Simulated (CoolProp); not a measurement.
Vapour-liquid equilibrium of propane (1) + R245fa (2) at 299.6 K; x and y are mole fractions of (1).

Computed with CoolProp (multi-fluid Helmholtz-energy mixture model, Lemmon 2009 and Akasaka 2015; pair parameters Bell 2016).

| x | bubble pressure, mixture model (bar) | bubble pressure, Raoult's law (bar) | y, mixture model | y, Raoult's law |
|---|---|---|---|---|
| 0.05 | 3.094 | 1.983 | 0.495 | 0.249 |
| 0.2 | 6.171 | 3.229 | 0.757 | 0.612 |
| 0.35 | 7.606 | 4.476 | 0.812 | 0.772 |
| 0.5 | 8.278 | 5.722 | 0.836 | 0.863 |
| 0.65 | 8.752 | 6.968 | 0.858 | 0.921 |
| 0.8 | 9.258 | 8.215 | 0.893 | 0.962 |
| 0.95 | 9.761 | 9.461 | 0.962 | 0.992 |

The largest gap from Raoult's law is +91.1 % in bubble pressure, at x = 0.2. No azeotrope shows between x = 0.05 and 0.95.

Pair parameters are fitted to limited data, so mixtures are less certain than the pure fluids. With so large a gap from Raoult's law the liquid may split in two, which this calculation doesn't test in full.
